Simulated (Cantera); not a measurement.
What does this Cantera script print?

```python
import numpy as np
import cantera as ct

gas = ct.Solution("h2o2.yaml")
gas.TPX = 600, 101325, {'H2': 1, 'O2': 0.588, 'N2': 2.21, 'H2O': 0.12}
inlet = ct.Reservoir(gas, clone=True)
gas.equilibrate("HP")  # start burning
reactor = ct.IdealGasConstPressureReactor(gas, energy="on", clone=False)
exhaust = ct.Reservoir(gas, clone=True)
tau = [0.16, 0.062, 0.024, 0.0095, 0.0037, 0.0014, 0.00056, 0.00022, 8.6e-05, 3.3e-05][0]
for a, b in ((inlet, reactor), (reactor, exhaust)):
    ct.MassFlowController(a, b, mdot=lambda t: reactor.mass / tau)
net = ct.ReactorNet([reactor])
show = ['H2', 'O2', 'O', 'H2O2', 'H', 'H2O', 'OH']

rows = []
print(f"{'tau/s':>10s}{'T/K':>9s}" + "".join(f"{s:>11s}" for s in show))
for tau in [0.16, 0.062, 0.024, 0.0095, 0.0037, 0.0014, 0.00056, 0.00022, 8.6e-05, 3.3e-05]:
    net.initial_time = 0.0
    net.advance(30 * tau)
    before = gas.X
    net.advance(40 * tau)
    drift = np.max(np.abs(gas.X - before) / (gas.X + 1e-9))
    rows.append([gas.T, *gas[show].X, drift])
    print(f"{tau:10.3e}{gas.T:9.1f}" + "".join(f"{x:11.3e}" for x in gas[show].X))
```

Output:

```
     tau/s      T/K         H2         O2          O       H2O2          H        H2O         OH
 1.600e-01   2368.5  6.138e-03  2.581e-02  1.212e-03  2.657e-07  1.107e-03  3.137e-01  9.979e-03
 6.200e-02   2365.7  6.363e-03  2.587e-02  1.257e-03  2.645e-07  1.171e-03  3.133e-01  1.013e-02
 2.400e-02   2358.7  6.931e-03  2.603e-02  1.370e-03  2.621e-07  1.337e-03  3.123e-01  1.050e-02
 9.500e-03   2342.3  8.248e-03  2.642e-02  1.645e-03  2.602e-07  1.761e-03  3.099e-01  1.131e-02
 3.700e-03   2305.4  1.109e-02  2.734e-02  2.289e-03  2.685e-07  2.867e-03  3.048e-01  1.285e-02
 1.400e-03   2233.9  1.618e-02  2.920e-02  3.618e-03  3.123e-07  5.554e-03  2.954e-01  1.500e-02
 5.600e-04   2129.9  2.258e-02  3.198e-02  5.641e-03  4.142e-07  1.052e-02  2.829e-01  1.671e-02
 2.200e-04   1988.9  2.959e-02  3.580e-02  8.361e-03  6.435e-07  1.885e-02  2.678e-01  1.720e-02
 8.600e-05   1818.0  3.634e-02  4.071e-02  1.121e-02  1.215e-06  3.074e-02  2.514e-01  1.585e-02
 3.300e-05   1622.1  4.497e-02  4.806e-02  1.296e-02  2.745e-06  4.473e-02  2.325e-01  1.261e-02
```

Cantera simulation using the H2/O2 subset of GRI-Mech 3.0, which has no nitrogen chemistry; the numbers are that mechanism's predictions, not measurements.
